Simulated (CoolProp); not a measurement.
A single-stage vapour-compression cycle with cis-2-butene: evaporating at 272.15 K (dew point), condensing at 327.15 K (bubble point), superheat 0 K, subcooling 8 K, compressor efficiency 0.7, no pressure losses. Each further row changes one setting.

Computed with CoolProp (reference Helmholtz-energy equation of state, Lemmon 2005). It is a short technical equation, of lower accuracy than the large ones.

```csv
case,cooling COP,pressure ratio,discharge temperature (K),refrigerating effect (kJ/kg),volumetric capacity (kJ/m³)
as stated,2.97,5.89,350.1,313,679
evaporating temperature 277.15 K,3.39,4.85,347.0,319,830
condensing temperature 322.15 K,3.34,5.15,344.1,325,705
subcooling 13 K,3.08,5.89,350.1,325,705
superheat 10 K,2.98,5.89,360.5,328,682
compressor efficiency 0.6,2.55,5.89,359.9,313,679
```
